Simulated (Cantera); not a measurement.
**Premixed flame**

A freely propagating, adiabatic, planar premixed flame of 43.1 % H2, 12.0 % O2, 44.9 % N2, unburnt at 450 K and 6.51 atm; mixture-averaged transport, grid criteria slope 0.08 and curve 0.16, no radiation.

Cantera simulation using the H2/O2 subset of GRI-Mech 3.0, which has no nitrogen chemistry; the numbers are that mechanism's predictions, not measurements. The hydrogen kinetics of GRI-Mech 3.0 are dated; newer H2 mechanisms differ, most at raised pressure. Burning velocities carry a grid error of a few per cent, more on coarse grids.

```json
[
 {"z (mm)": "-0.106", "T (K)": "450", "u (m/s)": "5.48", "x H2": "0.431", "x O2": "0.120", "x O": "<1e-8", "x H": "<1e-8", "x HO2": "<1e-8", "x OH": "<1e-8"},
 {"z (mm)": "-0.0708", "T (K)": "450", "u (m/s)": "5.48", "x H2": "0.431", "x O2": "0.120", "x O": "<1e-8", "x H": "<1e-8", "x HO2": "<1e-8", "x OH": "<1e-8"},
 {"z (mm)": "-0.0531", "T (K)": "450", "u (m/s)": "5.48", "x H2": "0.431", "x O2": "0.120", "x O": "<1e-8", "x H": "<1e-8", "x HO2": "4.37e-8", "x OH": "<1e-8"},
 {"z (mm)": "-0.0354", "T (K)": "452", "u (m/s)": "5.49", "x H2": "0.430", "x O2": "0.120", "x O": "6.49e-8", "x H": "<1e-8", "x HO2": "2.21e-6", "x OH": "<1e-8"},
 {"z (mm)": "-0.0177", "T (K)": "528", "u (m/s)": "6.27", "x H2": "0.414", "x O2": "0.122", "x O": "9.06e-6", "x H": "3.09e-5", "x HO2": "0.000567", "x OH": "4.69e-5"},
 {"z (mm)": "-0.00885", "T (K)": "862", "u (m/s)": "9.88", "x H2": "0.372", "x O2": "0.113", "x O": "0.000232", "x H": "0.00294", "x HO2": "0.00100", "x OH": "0.00103"},
 {"z (mm)": "0", "T (K)": "1297", "u (m/s)": "14.5", "x H2": "0.308", "x O2": "0.0832", "x O": "0.00140", "x H": "0.0167", "x HO2": "0.000446", "x OH": "0.00193"},
 {"z (mm)": "0.00885", "T (K)": "1604", "u (m/s)": "17.7", "x H2": "0.246", "x O2": "0.0437", "x O": "0.00236", "x H": "0.0340", "x HO2": "0.000204", "x OH": "0.00356"},
 {"z (mm)": "0.0177", "T (K)": "1774", "u (m/s)": "19.5", "x H2": "0.211", "x O2": "0.0184", "x O": "0.00195", "x H": "0.0430", "x HO2": "8.20e-5", "x OH": "0.00461"},
 {"z (mm)": "0.0354", "T (K)": "1922", "u (m/s)": "21.1", "x H2": "0.194", "x O2": "0.00320", "x O": "0.00102", "x H": "0.0423", "x HO2": "1.36e-5", "x OH": "0.00507"},
 {"z (mm)": "0.0708", "T (K)": "2036", "u (m/s)": "22.1", "x H2": "0.197", "x O2": "0.000440", "x O": "0.000542", "x H": "0.0319", "x HO2": "2.15e-6", "x OH": "0.00454"},
 {"z (mm)": "0.142", "T (K)": "2126", "u (m/s)": "23.0", "x H2": "0.203", "x O2": "0.000156", "x O": "0.000253", "x H": "0.0210", "x HO2": "8.69e-7", "x OH": "0.00343"},
 {"z (mm)": "0.283", "T (K)": "2191", "u (m/s)": "23.6", "x H2": "0.207", "x O2": "6.00e-5", "x O": "9.74e-5", "x H": "0.0127", "x HO2": "3.41e-7", "x OH": "0.00227"}
]
```
x: mole fraction of selected species; z is measured from the peak of heat release.

```
Item                         Result
------------------------  ---------
laminar burning velocity   548 cm/s
thermal thickness         0.0354 mm
peak x(O)                   0.00236
peak x(H)                    0.0445
peak x(HO2)                 0.00124
peak x(OH)                  0.00507
```
